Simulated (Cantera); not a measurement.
Feed: 1 mol Si(CH3)4, 0.035 mol C3H8, 13 mol H2, equilibrated at 2498 K and 0.100 bar.

Cantera equilibrium calculation (NASA polynomials, part measured and part estimated; ideal gas, pure solids and liquids). Candidate condensed phases: C, C6H6, C7H8, C8H18, Si, SiC; 87 gas species. Gases not in the tables: Si2H6 and higher silanes. Equilibrium is a limit: real reactors are often held back by kinetics, nucleation or transport.

What is the equilibrium state?


- x(H2): 0.899
- x(H): 0.0747
- x(Si): 0.0112
- x(C2H2 (acetylene)): 0.00964
- x(SiC2): 0.00288
- x(Si2C): 0.00159
- x(SiH): 0.000886
- x(SiH2): 0.000218
- x(Si2): 7.08e-5
- n(C(graphite)): 2.93 mol
- n(SiC(s)): 0.627 mol
- gas amount: 20.22 mol
- log10 activity of Si(l) (absent): -0.62
